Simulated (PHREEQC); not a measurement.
1.3 g of hydrous ferric oxide (600 m²/g; 0.2 weak and 0.005 strong sites per Fe, Dzombak-Morel constants, diffuse double layer) in 1 kg of water with 0.05 mol/kgw of an inert sodium salt, at 25 °C; the pH is set by adding NaOH or the inert anion's acid. Oxygen alone is held at its pressure in air (log pO2 = -0.68). No CO2 enters from the air. Nothing may precipitate in this run.

Equilibrium calculation in PHREEQC: ion-association model, wateq4f.dat.

| pH | surface charge σ (C/m²) | surface potential ψ (mV) |
|---|---|---|
| 4 | 0.295 | 159 |
| 4.5 | 0.239 | 149 |
| 5 | 0.181 | 135 |
| 5.5 | 0.130 | 118 |
| 6 | 0.089 | 99 |
| 6.5 | 0.058 | 78 |
| 7 | 0.034 | 56 |
| 7.5 | 0.017 | 31 |
| 8 | 0.003 | 6 |
| 8.5 | -0.010 | -20 |
| 9 | -0.026 | -45 |
| 9.5 | -0.046 | -69 |
| 10 | -0.074 | -90 |
